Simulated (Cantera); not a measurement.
A freely propagating, adiabatic, planar premixed flame of CO : H2 : CH4 : O2 : N2 = 1 : 0.065 : 0.16 : 0.568 : 2.14 (molar parts), equivalence ratio 1.5, unburnt at 350 K and 0.622 atm; mixture-averaged transport, grid criteria slope 0.08 and curve 0.16, no radiation.

Computed with Cantera and GRI-Mech 3.0 (53 species, 325 reactions). Burning velocities carry a grid error of a few per cent, more on coarse grids.

**Question.** How do the results move with these cheaper or finer settings: unity-Lewis-number transport; multicomponent transport; multicomponent+Soret transport; grid criteria slope 0.5, curve 1; grid criteria slope 0.25, curve 0.5; grid criteria slope 0.03, curve 0.06?

**Answer.** 
| setting | laminar burning velocity | thermal thickness | peak x(C2H2) | grid points | grid points |
|---|---|---|---|---|---|
| as above | 108 cm/s | 0.503 mm | 4.33e-6 | 157 | 157 |
| unity-Lewis-number transport | 66.5 cm/s | 0.552 mm | 2.07e-6 | 139 | 139 |
| multicomponent transport | 107 cm/s | 0.506 mm | 4.33e-6 | 157 | 157 |
| multicomponent+Soret transport | 104 cm/s | 0.505 mm | 3.90e-6 | 157 | 157 |
| grid criteria slope 0.5, curve 1 | 113 cm/s | 0.571 mm | 3.96e-6 | 47 | 47 |
| grid criteria slope 0.25, curve 0.5 | 110 cm/s | 0.530 mm | 4.18e-6 | 73 | 73 |
| grid criteria slope 0.03, curve 0.06 | 107 cm/s | 0.498 mm | 4.38e-6 | 334 | 334 |
The base run took about 8 core-seconds (a rough figure).
Unity Lewis numbers drop preferential diffusion, which matters most where H2 and H carry the flame; Soret adds thermal diffusion.
